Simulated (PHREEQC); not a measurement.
A solution holds 0.015 mol/kgw NaHSO4, 0.00038 mol/kgw KOH and 0.0015 mol/kgw KCl, at 20 °C. Closed to the air; pH follows from the charge balance.

Equilibrium calculation in PHREEQC: ion-association model, wateq4f.dat.

```csv
quantity,before,after
pH,2.06,2.06
ionic strength (mol/kgw),0.0365,0.0350
K+ (mol/kgw),0.00182,0.000368
```

**Question.** Which change was made?
A. KOH from 0.00038 to 0.00076 mol/kgw
B. NaHSO4 left out
C. temperature from 20 to 50 °C
D. NaHSO4 from 0.015 to 0.0225 mol/kgw
E. KCl left out

**Answer.** E, KCl left out

This is a speciation only: nothing precipitates in the calculation.
